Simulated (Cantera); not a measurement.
Cantera run, input and output.

```python
import numpy as np
import cantera as ct

gas = ct.Solution("gri30.yaml")
gas.TPX = 1200, 2666, {'H2': 0.017, 'O2': 1}
reactor = ct.IdealGasConstPressureReactor(gas, energy="off", clone=False)
net = ct.ReactorNet([reactor])
net.rtol, net.atol = 1e-08, 1e-18
show = ['H2', 'O2', 'O', 'H2O', 'OH', 'H2O2']
times = np.geomspace(5e-05, 50, 15)

steps = ct.SolutionArray(gas, extra=["t"])
rows = []
print(f"{'t/s':>10s}{'T/K':>9s}{'P/Pa':>11s}" + "".join(f"{s:>11s}" for s in show))
for t in times:
    while net.time < t:
        t_next = net.step()
        steps.append(gas.state, t=t_next)
    rows.append([np.interp(t, steps.t, y) for y in (steps.T, steps.P, *steps(*show).X.T)])
    print(f"{t:10.3e}{rows[-1][0]:9.1f}{rows[-1][1]:11.4g}" + "".join(f"{x:11.3e}" for x in rows[-1][2:]))
rate = np.gradient(steps.T, steps.t)
print("integrator steps:", len(steps.t))
if steps.T.max() > steps.T[0] + 200:
    print(f"time of steepest temperature rise: {steps.t[rate.argmax()]:.4e} s")
gas.TPX = 1200, 2666, {'H2': 0.017, 'O2': 1}
gas.equilibrate("TP")
print(f"equilibrium (TP): T = {gas.T:.1f} K  " + "  ".join(f"{s} {gas[s].X[0]:.3e}" for s in show))
```

Output:

```
       t/s      T/K       P/Pa         H2         O2          O        H2O         OH       H2O2
 5.000e-05   1200.0       2666  1.672e-02  9.833e-01  9.745e-10  1.767e-10  8.929e-10  1.022e-13
 1.341e-04   1200.0       2666  1.672e-02  9.833e-01  4.647e-09  2.095e-09  3.788e-09  7.342e-13
 3.598e-04   1200.0       2666  1.672e-02  9.833e-01  3.277e-08  2.871e-08  2.346e-08  5.266e-12
 9.653e-04   1200.0       2666  1.671e-02  9.833e-01  1.375e-06  1.603e-06  9.445e-07  4.059e-11
 2.590e-03   1200.0       2666  7.460e-03  9.755e-01  5.840e-03  7.311e-03  2.587e-03  2.435e-07
 6.947e-03   1200.0       2666  1.047e-04  9.706e-01  1.160e-02  1.558e-02  1.198e-03  6.016e-08
 1.864e-02   1200.0       2666  7.159e-05  9.746e-01  7.912e-03  1.595e-02  9.944e-04  5.829e-08
 5.000e-02   1200.0       2666  3.290e-05  9.792e-01  3.589e-03  1.637e-02  6.757e-04  5.217e-08
 1.341e-01   1200.0       2666  9.139e-06  9.820e-01  9.952e-04  1.665e-02  3.581e-04  3.756e-08
 3.598e-01   1200.0       2666  1.806e-06  9.829e-01  1.984e-04  1.677e-02  1.607e-04  1.916e-08
 9.653e-01   1200.0       2666  3.332e-07  9.831e-01  3.700e-05  1.682e-02  6.964e-05  7.020e-09
 2.590e+00   1200.0       2666  6.895e-08  9.831e-01  7.745e-06  1.684e-02  3.192e-05  2.163e-09
 6.947e+00   1200.0       2666  1.702e-08  9.831e-01  1.931e-06  1.685e-02  1.594e-05  6.581e-10
 1.864e+01   1200.0       2666  4.994e-09  9.831e-01  5.709e-07  1.685e-02  8.668e-06  2.167e-10
 5.000e+01   1200.0       2666  1.926e-09  9.831e-01  2.212e-07  1.685e-02  5.394e-06  9.065e-11
integrator steps: 1748
equilibrium (TP): T = 1200.0 K  H2 1.332e-09  O2 9.831e-01  O 1.532e-07  H2O 1.685e-02  OH 4.488e-06  H2O2 6.537e-11
```

Cantera simulation using GRI-Mech 3.0 (53 species, 325 reactions); the numbers are that mechanism's predictions, not measurements. Radical loss at walls, strong at low pressure, is not modelled.
